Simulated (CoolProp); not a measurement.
Water along the isotherm 821.6 K: fugacity coefficient from the reference equation and from simpler models built on Tc = 647.1 K, pc = 22.06 MPa, ω = 0.344; each cubic takes its own stable root.

Computed with CoolProp (reference Helmholtz-energy equation of state, Wagner 2002).

```tsv
p (MPa)	phase	reference
8.33	gas	0.9509
16.7	gas	0.9024
25	supercritical	0.8553
33.3	supercritical	0.8098
41.7	supercritical	0.7657
50	supercritical	0.7246
58.3	supercritical	0.6865
66.7	supercritical	0.6517
75	supercritical	0.6210
83.3	supercritical	0.5942
91.7	supercritical	0.5706
100	supercritical	0.5505
```

**Question.** How far does each simpler model (van der Waals, Redlich-Kwong, Soave-Redlich-Kwong, Peng-Robinson) lie from the reference over these 12 states: mean and median of the absolute difference, and the worst?

**Answer.** 
- van der Waals: mean 6.2 %, median 6.7 %, worst -9.3 % at 821.6 K and 58.3 MPa
- Redlich-Kwong: mean 4.3 %, median 4.5 %, worst -6.1 % at 821.6 K and 58.3 MPa
- Soave-Redlich-Kwong: mean 5.7 %, median 4.4 %, worst +15.1 % at 821.6 K and 100 MPa
- Peng-Robinson: mean 2.3 %, median 2.1 %, worst +5.7 % at 821.6 K and 100 MPa
